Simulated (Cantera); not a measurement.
Charge: 1 mol HgO, a varied amount of H2, equilibrated at 10.0 mbar.

Equilibrium computed with Cantera from the NASA thermochemical tables; the gas is ideal and each condensed phase is pure. Candidate condensed phases: H2O, Hg, HgO; 10 gas species. Rates play no part.

Stable condensed phases, one row left out:

```
T in °C \ n(H2) in mol
          0.4 0.61 0.82    1  1.2  1.5  1.7  1.9  2.1  2.3  2.5  2.7  2.9
    477     A    A    A    A    A    A    A    A    A    A    A    A    A
    452     A    A    A    A    A    A    A    A    A    A    A    A    A
    427     A    A    A    A    A    A    A    A    A    A    A    A    A
    402     A    A    A    A    A    A    A    A    A    A    A    A    A
    377     A    A    A    A    A    A    A    A    A    A    A    A    A
    352     A    A    A    A    A    A    A    A    A    A    A    A    A
    327     A    A    A    A    A    A    A    A    A    A    A    A    A
    302     A    A    A    A    A    A    A    A    A    A    A    A    A
    277     B    A    A    A    A    A    A    A    A    A    A    A    A
    227     B    B    B    A    A    A    A    A    A    A    A    A    A
```

A: gas only; B: HgO.

### Question
Give the row for 252 °C.

### Answer
0.4: HgO; 0.61: HgO; 0.82: HgO; 1: gas only; 1.2: gas only; 1.5: gas only; 1.7: gas only; 1.9: gas only; 2.1: gas only; 2.3: gas only; 2.5: gas only; 2.7: gas only; 2.9: gas only.
